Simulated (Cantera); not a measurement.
What does this Cantera script print?

```python
import numpy as np
import cantera as ct

gas = ct.Solution("gri30.yaml")
gas.TPX = 400, 101325, {'CH4': 1, 'C2H6': 0.053, 'O2': 5.46, 'N2': 20.5, 'H2O': 0.81}
inlet = ct.Reservoir(gas, clone=True)
gas.equilibrate("HP")  # start burning
reactor = ct.IdealGasConstPressureReactor(gas, energy="on", clone=False)
exhaust = ct.Reservoir(gas, clone=True)
tau = [0.039, 0.021, 0.011, 0.0059, 0.0031, 0.0017, 0.0009, 0.00048, 0.00025, 0.00014, 7.3e-05, 3.9e-05][0]
for a, b in ((inlet, reactor), (reactor, exhaust)):
    ct.MassFlowController(a, b, mdot=lambda t: reactor.mass / tau)
net = ct.ReactorNet([reactor])
show = ['CH4', 'C2H6', 'O2', 'HO2', 'CH2', 'CO', 'N2O']

rows = []
print(f"{'tau/s':>10s}{'T/K':>9s}" + "".join(f"{s:>11s}" for s in show))
for tau in [0.039, 0.021, 0.011, 0.0059, 0.0031, 0.0017, 0.0009, 0.00048, 0.00025, 0.00014, 7.3e-05, 3.9e-05]:
    net.initial_time = 0.0
    net.advance(30 * tau)
    before = gas.X
    net.advance(40 * tau)
    drift = np.max(np.abs(gas.X - before) / (gas.X + 1e-9))
    rows.append([gas.T, *gas[show].X, drift])
    print(f"{tau:10.3e}{gas.T:9.1f}" + "".join(f"{x:11.3e}" for x in gas[show].X))
```

Output:

```
     tau/s      T/K        CH4       C2H6         O2        HO2        CH2         CO        N2O
 3.900e-02   1318.5  1.443e-04  2.143e-06  1.185e-01  1.559e-05  3.186e-08  1.474e-03  6.726e-07
 2.100e-02   1306.4  2.524e-04  3.789e-06  1.193e-01  2.441e-05  5.105e-08  2.576e-03  5.346e-07
 1.100e-02    400.0  3.594e-02  1.905e-03  1.962e-01  4.364e-20 -6.629e-37  8.764e-17  2.820e-21
 5.900e-03    400.0  3.594e-02  1.905e-03  1.962e-01  8.462e-23 -3.051e-37  1.699e-19  5.469e-24
 3.100e-03    400.0  3.594e-02  1.905e-03  1.962e-01  5.353e-24 -1.259e-38  1.073e-20  3.454e-25
 1.700e-03    400.0  3.594e-02  1.905e-03  1.962e-01  3.425e-25  7.339e-41  6.780e-22  2.182e-26
 9.000e-04    400.0  3.594e-02  1.905e-03  1.962e-01  2.394e-26  1.336e-40  4.283e-23  1.378e-27
 4.800e-04    400.0  3.594e-02  1.905e-03  1.962e-01  2.740e-27 -4.184e-41  2.705e-24  8.706e-29
 2.500e-04    400.0  3.594e-02  1.905e-03  1.962e-01  8.128e-28 -4.453e-43  1.709e-25  5.500e-30
 1.400e-04    400.0  3.594e-02  1.905e-03  1.962e-01  4.096e-28 -6.835e-43  1.079e-26  3.474e-31
 7.300e-05    400.0  3.594e-02  1.905e-03  1.962e-01  2.127e-28 -7.911e-44  6.818e-28  2.194e-32
 3.900e-05    400.0  3.594e-02  1.905e-03  1.962e-01  1.132e-28 -1.746e-44  4.307e-29  1.386e-33
```

Cantera simulation using GRI-Mech 3.0 (53 species, 325 reactions); the numbers are that mechanism's predictions, not measurements.
